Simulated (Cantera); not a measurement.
# Equilibrium for boron, boron nitride and boron oxide: B2O3 + H2

A closed system holds: 1 mol B2O3, 4.2 mol H2, equilibrated at 23.0 mbar.

Equilibrium computed with Cantera from the NASA thermochemical tables; the gas is ideal and each condensed phase is pure. Candidate condensed phases: B, B2O3, B3O3H3, H2O; 23 gas species. Rates play no part.

```tsv
T (°C)	x H2	x B2O3	x HBO2	x HBO	x H	x BO	x B2O2	x H2O	n B2O3(l)
727	1.000	1.46e-10	2.36e-7	6.40e-7	1.50e-8	<1e-12	2.41e-11	1.86e-6	1.000
827	1.000	1.11e-8	2.95e-6	8.16e-6	1.70e-7	7.59e-11	2.21e-9	6.58e-6	1.000
927	1.000	4.00e-7	2.63e-5	6.05e-5	1.30e-6	3.44e-9	7.59e-8	2.30e-5	1.000
1027	0.999	8.09e-6	0.000175	0.000307	7.29e-6	8.07e-8	1.31e-6	7.40e-5	0.999
1127	0.998	0.000104	0.000870	0.00122	3.20e-5	1.19e-6	1.49e-5	0.000199	0.995
1227	0.991	0.000943	0.00341	0.00405	0.000116	1.23e-5	0.000123	0.000456	0.980
1327	0.969	0.00638	0.0111	0.0113	0.000353	9.38e-5	0.000768	0.000929	0.921
1427	0.901	0.0340	0.0312	0.0267	0.000922	0.000547	0.00366	0.00171	0.699
1527	0.745	0.122	0.0670	0.0473	0.00204	0.00231	0.0114	0.00271	0
1627	0.736	0.116	0.0718	0.0516	0.00449	0.00504	0.0115	0.00395	0
1727	0.724	0.109	0.0762	0.0549	0.00913	0.0100	0.0113	0.00559	0
1827	0.708	0.101	0.0802	0.0565	0.0173	0.0183	0.0107	0.00777	0
1927	0.687	0.0913	0.0836	0.0561	0.0308	0.0306	0.00953	0.0107	0
```
x: gas mole fraction; n: condensed amount in mol.

From 727 °C to 1427 °C the condensed part is B2O3(l). From 1527 °C to 1927 °C nothing is condensed. The main B-bearing gas is B3O3H3 at 727 °C and B2O3 at 1927 °C.
